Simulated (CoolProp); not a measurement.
A single-stage vapour-compression cycle with ethylene: evaporating at 225.15 K (dew point), condensing at 273.15 K (bubble point), superheat 0 K, subcooling 0 K, compressor efficiency 0.85, no pressure losses. Each further row changes one setting.

Model: reference Helmholtz-energy equation of state, Smukala 2000, in CoolProp.

```csv
case,cooling COP,pressure ratio,discharge temperature (K),refrigerating effect (kJ/kg),volumetric capacity (kJ/m³)
as stated,2.32,3.62,313.3,216,4460
evaporating temperature 230.15 K,…,3.09,308.1,217,5270
condensing temperature 268.15 K,…,3.22,…,…,4940
subcooling 5 K,2.60,3.62,313.3,…,5010
superheat 10 K,2.32,3.62,…,233,4470
compressor efficiency 0.75,…,3.62,318.9,216,4460
```

Some entries are withheld; supply them.


- evaporating temperature 230.15 K, cooling COP: 2.71
- condensing temperature 268.15 K, cooling COP: 2.84
- condensing temperature 268.15 K, discharge temperature (K): 304.7
- condensing temperature 268.15 K, refrigerating effect (kJ/kg): 239
- subcooling 5 K, refrigerating effect (kJ/kg): 242
- superheat 10 K, discharge temperature (K): 324.8
- compressor efficiency 0.75, cooling COP: 2.04
